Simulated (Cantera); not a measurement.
An isothermal, constant-pressure homogeneous reactor starts with H2 : O2 : N2 = 0.3 : 1 : 1.1 (molar parts), equivalence ratio 0.15, at 1350 K and 100.0 Torr. Integrator tolerance rtol = 1e-08.

Detailed kinetics in Cantera: the H2/O2 subset of GRI-Mech 3.0, which has no nitrogen chemistry. The temperature is held fixed by assumption; the heat of reaction is taken as removed at once.

Problem. What does this change do: temperature 1350 to 750 K?

Solution. 
| quantity | before | after |
|---|---|---|
| x(H2) at 10.0 s | 1.22e-7 (gas-phase equilibrium 1.22e-7) | 0.125 (gas-phase equilibrium <1e-12) |
| x(O2) at 10.0 s | 0.378 (gas-phase equilibrium 0.378) | 0.417 (gas-phase equilibrium 0.378) |
| x(H) at 10.0 s | 2.30e-9 (gas-phase equilibrium 2.30e-9) | 1.63e-12 (gas-phase equilibrium <1e-12) |
| x(H2O) at 10.0 s | 0.133 (gas-phase equilibrium 0.133) | 4.12e-8 (gas-phase equilibrium 0.133) |
| x(H2O2) at 10.0 s | 2.37e-9 (gas-phase equilibrium 2.37e-9) | 4.07e-8 (gas-phase equilibrium 1.20e-12) |
| x(HO2) at 10.0 s | 6.41e-8 (gas-phase equilibrium 6.41e-8) | 4.27e-8 (gas-phase equilibrium 4.90e-12) |
Radical loss at walls, strong at low pressure, is not modelled. Below about 950 K walls govern HO2 and H2O2 in real vessels.
